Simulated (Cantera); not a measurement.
A freely propagating, adiabatic, planar premixed flame of CH4 : C2H6 : C3H8 : O2 : N2 : CO2 = 1 : 0.31 : 1.3 : 10.1 : 37.9 : 9.9 (molar parts), equivalence ratio 0.95, unburnt at 700 K and 840000 Pa; mixture-averaged transport, grid criteria slope 0.08 and curve 0.16, no radiation.

Model: GRI-Mech 3.0 (53 species, 325 reactions), integrated in Cantera. GRI-Mech 3.0 was tuned for natural gas; its chemistry of propane as a main component is partial and can be far from experiment. Burning velocities carry a grid error of a few per cent, more on coarse grids.

Predict: laminar burning velocity; thermal thickness; peak x(H2O2); peak x(H2).


- laminar burning velocity: 44.1 cm/s
- thermal thickness: 0.0924 mm
- peak x(H2O2): 8.12e-5
- peak x(H2): 0.00723
